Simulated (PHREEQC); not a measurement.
Solution (25 °C and 300 atm): 13 mmol/kgw HF, 0.18 mmol/kgw (CH3)4NF and 0.026 mmol/kgw H4SiO4. Closed to the air; pH follows from the charge balance.

Model: ion-association model, phreeqc.dat, run in PHREEQC.

```json
[
 {"quantity": "pH", "before": "2.56", "after": "2.54"},
 {"quantity": "ionic strength (mol/kgw)", "before": "0.00315", "after": "0.00326"},
 {"quantity": "HF (mol/kgw)", "before": "0.00986", "after": "0.00974"},
 {"quantity": "F- (mol/kgw)", "before": "0.00297", "after": "0.00309"},
 {"quantity": "HF2- (mol/kgw)", "before": "9.98e-5", "after": "9.81e-5"},
 {"quantity": "H4SiO4 (mol/kgw)", "before": "1.04e-9", "after": "4.42e-10"},
 {"quantity": "SI of Quartz (SiO2)", "before": "-5.03", "after": "-5.33"}
]
```

Q: What was changed between the two runs?
A) temperature from 25 to 20 °C
B) H4SiO4 replaced by H2SiF6 at the same molality
C) temperature from 25 to 70 °C
D) diluted 2-fold with water
E) HF left out

A: A, temperature from 25 to 20 °C

No solid was allowed to form. Under pressure, the constants of complexes without a molar volume in the database are unreliable. (CH3)4N+ isn't in the database: it is added as a free cation with an ion size of 4 Å. SiF6-2 is the database's only silicon fluoride.
